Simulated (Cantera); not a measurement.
A Cantera script and its output.

```python
import numpy as np
import cantera as ct

gas = ct.Solution("gri30.yaml", transport_model="mixture-averaged")
show = ['OH', 'N2', 'NO']

rows = []
print(f"{'T/K':>7s}{'rho':>11s}{'cp':>10s}{'mu':>11s}{'lambda':>11s}{'Pr':>7s}" + "".join(f"{'D_' + s:>11s}" for s in show))
for T in [400, 650, 900, 1150, 1400, 1650]:
    gas.TPX = T, 2666, {'CO2': 0.31, 'NO': 0.4, 'H2O': 0.3}
    Pr = gas.cp_mass * gas.viscosity / gas.thermal_conductivity
    D = [gas.mix_diff_coeffs_mole[gas.species_index(s)] for s in show]
    rows.append([gas.density, gas.cp_mass, gas.viscosity, gas.thermal_conductivity, Pr, *D])
    print(f"{T:7g}{gas.density:11.4e}{gas.cp_mass:10.1f}{gas.viscosity:11.4e}"
          f"{gas.thermal_conductivity:11.4e}{Pr:7.3f}" + "".join(f"{d:11.4e}" for d in D))
print("SI units: kg/m3, J/kg/K, Pa s, W/m/K, m2/s")
```

It prints:

```
    T/K        rho        cp         mu     lambda     Pr       D_OH       D_N2       D_NO
    400 2.4643e-02    1129.2 1.9617e-05 3.1248e-02  0.709 1.9291e-03 1.2376e-03 1.1857e-03
    650 1.5165e-02    1248.6 2.9405e-05 5.1970e-02  0.706 4.4883e-03 2.9056e-03 2.8304e-03
    900 1.0953e-02    1345.8 3.7916e-05 7.2652e-02  0.702 7.8018e-03 5.0711e-03 4.9755e-03
   1150 8.5716e-03    1421.4 4.5565e-05 9.2722e-02  0.698 1.1780e-02 7.6726e-03 7.5558e-03
   1400 7.0410e-03    1480.1 5.2586e-05 1.1197e-01  0.695 1.6365e-02 1.0671e-02 1.0531e-02
   1650 5.9742e-03    1526.7 5.9124e-05 1.3034e-01  0.693 2.1515e-02 1.4040e-02 1.3872e-02
SI units: kg/m3, J/kg/K, Pa s, W/m/K, m2/s
```

Model: GRI-Mech 3.0 (53 species, 325 reactions), integrated in Cantera. Polar gases are described roughly by these parameters. The composition is frozen, though it would react at the higher temperatures.
